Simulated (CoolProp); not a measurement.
The numbers come from the reference Helmholtz-energy equation of state, Lemmon 2005 in CoolProp.

Problem. Give the vapour pressure (MPa), liquid density (kg/m³), vapour density (kg/m³), enthalpy of vaporisation (kJ/kg) of saturated R125 at 201.9, 214.2, 229.6 K.

Solution. 
```json
[
 {"T (K)": "201.9", "p (MPa)": "0.0278", "liquid density (kg/m³)": "1590", "vapour density (kg/m³)": "2.02", "enthalpy of vaporisation (kJ/kg)": "176"},
 {"T (K)": "214.2", "p (MPa)": "0.0576", "liquid density (kg/m³)": "1550", "vapour density (kg/m³)": "4.00", "enthalpy of vaporisation (kJ/kg)": "170"},
 {"T (K)": "229.6", "p (MPa)": "0.126", "liquid density (kg/m³)": "1500", "vapour density (kg/m³)": "8.33", "enthalpy of vaporisation (kJ/kg)": "162"}
]
```
